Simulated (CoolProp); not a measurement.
Vapour-liquid equilibrium of n-hexane (1) + m-xylene (2) at 101.65 °C; x and y are mole fractions of (1).

The numbers come from the multi-fluid Helmholtz-energy mixture model, Thol 2019 and Zhou 2012; pair parameters Bell 2016 in CoolProp.

Task: Give the bubble pressure and the first vapour's composition at x = 0.05, 0.2, 0.95. Is there an azeotrope?

Result: x = 0.05: 44.77 kPa, y = 0.296; x = 0.2: 84.78 kPa, y = 0.683; x = 0.95: 246.6 kPa, y = 0.988. No azeotrope shows between x = 0.05 and 0.95.

The pair parameters rest on a limited set of measurements; away from them the model extrapolates.
